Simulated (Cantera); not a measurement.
Input: 1 mol B₂O₃, 0.17 mol H₂O, held at 998 K and 8.00 mbar.

Cantera equilibrium calculation (NASA polynomials, part measured and part estimated; ideal gas, pure solids and liquids). Gases not in the tables: H₃BO₃. Equilibrium is a limit: real reactors are often held back by kinetics, nucleation or transport.

```csv
species,before,after
B₂O₃,<1e-9,0.715
HBO₂,0.000281,0.269
H₂O,0.997,0.00854
BO₂,<1e-9,0.00450
BO,<1e-9,0.000548
H,<1e-9,0.000303
HBO,<1e-9,0.000188
B₂O₂,<1e-9,6.88e-5
(HBO₂)₃,0.00251,7.22e-8
"B₂O₃(l), mol",0.999,0
```
Gas species are given as mole fractions.

Q: What was changed between the two runs?
(A) temperature from 998 K to 1098 K
(B) temperature from 998 K to 1875 K
(C) temperature from 998 K to 1300 K
(D) B₂O₃ replaced by B

A: B, temperature from 998 K to 1875 K
